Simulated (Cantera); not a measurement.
A Cantera script and its output.

```python
import numpy as np
import cantera as ct

gas = ct.Solution("gri30.yaml", transport_model="mixture-averaged")
show = ['CH3', 'CO2', 'CH4']

rows = []
print(f"{'T/K':>7s}{'rho':>11s}{'cp':>10s}{'mu':>11s}{'lambda':>11s}{'Pr':>7s}" + "".join(f"{'D_' + s:>11s}" for s in show))
for T in [400, 550, 700, 850, 1000, 1150, 1300]:
    gas.TPX = T, 1333, {'N2O': 0.6}
    Pr = gas.cp_mass * gas.viscosity / gas.thermal_conductivity
    D = [gas.mix_diff_coeffs_mole[gas.species_index(s)] for s in show]
    rows.append([gas.density, gas.cp_mass, gas.viscosity, gas.thermal_conductivity, Pr, *D])
    print(f"{T:7g}{gas.density:11.4e}{gas.cp_mass:10.1f}{gas.viscosity:11.4e}"
          f"{gas.thermal_conductivity:11.4e}{Pr:7.3f}" + "".join(f"{d:11.4e}" for d in D))
print("SI units: kg/m3, J/kg/K, Pa s, W/m/K, m2/s")
```

Output:

```
    T/K        rho        cp         mu     lambda     Pr      D_CH3      D_CO2      D_CH4
    400 1.7641e-02     970.3 1.9459e-05 2.5465e-02  0.741 2.2248e-03 1.4602e-03 2.2097e-03
    550 1.2830e-02    1073.4 2.5486e-05 3.6994e-02  0.739 3.9408e-03 2.6294e-03 3.9120e-03
    700 1.0080e-02    1150.2 3.0799e-05 4.7945e-02  0.739 6.0109e-03 4.0518e-03 5.9652e-03
    850 8.3015e-03    1209.9 3.5602e-05 5.8249e-02  0.739 8.4005e-03 5.7006e-03 8.3350e-03
   1000 7.0563e-03    1254.7 4.0022e-05 6.7953e-02  0.739 1.1085e-02 7.5569e-03 1.0997e-02
   1150 6.1359e-03    1285.1 4.4145e-05 7.7125e-02  0.736 1.4046e-02 9.6067e-03 1.3933e-02
   1300 5.4279e-03    1311.4 4.8030e-05 8.5832e-02  0.734 1.7269e-02 1.1839e-02 1.7130e-02
SI units: kg/m3, J/kg/K, Pa s, W/m/K, m2/s
```

Computed with Cantera and GRI-Mech 3.0 (53 species, 325 reactions). The composition is frozen, though it would react at the higher temperatures.
